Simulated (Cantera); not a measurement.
An adiabatic, constant-volume homogeneous reactor starts with CH4 : H2 : O2 : N2 = 1 : 0.27 : 1.42 : 5.35 (molar parts), at 1675 K and 120000 Pa. Integrator tolerance rtol = 1e-08.

Model: GRI-Mech 3.0 (53 species, 325 reactions), integrated in Cantera.

Q: What does this change do: N2 5.35 to 10 parts?

A: 
```tsv
quantity	before	after
time of steepest temperature rise	0.124 ms	0.200 ms
temperature at 0.200 s	2990 K	2746 K
equilibrium temperature	2990 K	2746 K
x(CH4) at 0.200 s	<1e-12 (gas-phase equilibrium 1.19e-12)	<1e-12 (gas-phase equilibrium <1e-12)
x(H2) at 0.200 s	0.0802 (gas-phase equilibrium 0.0802)	0.0515 (gas-phase equilibrium 0.0515)
x(O2) at 0.200 s	0.00286 (gas-phase equilibrium 0.00286)	0.000682 (gas-phase equilibrium 0.000682)
x(CH3) at 0.200 s	5.54e-12 (gas-phase equilibrium 6.63e-12)	1.33e-12 (gas-phase equilibrium 1.55e-12)
x(CO) at 0.200 s	0.0894 (gas-phase equilibrium 0.0894)	0.0569 (gas-phase equilibrium 0.0569)
```

Q: What does this change do: pressure from 120000 Pa to 540000 Pa?

A: 
```tsv
quantity	before	after
time of steepest temperature rise	0.124 ms	36.4 µs
temperature at 0.200 s	2990 K	3128 K
equilibrium temperature	2990 K	3128 K
x(CH4) at 0.200 s	<1e-12 (gas-phase equilibrium 1.19e-12)	1.44e-11 (gas-phase equilibrium 1.68e-11)
x(H2) at 0.200 s	0.0802 (gas-phase equilibrium 0.0802)	0.0797 (gas-phase equilibrium 0.0797)
x(O2) at 0.200 s	0.00286 (gas-phase equilibrium 0.00286)	0.00170 (gas-phase equilibrium 0.00170)
x(CH3) at 0.200 s	5.54e-12 (gas-phase equilibrium 6.63e-12)	5.41e-11 (gas-phase equilibrium 6.30e-11)
x(CO) at 0.200 s	0.0894 (gas-phase equilibrium 0.0894)	0.0897 (gas-phase equilibrium 0.0897)
```
Above 3000 K some thermodynamic fits are extrapolated.
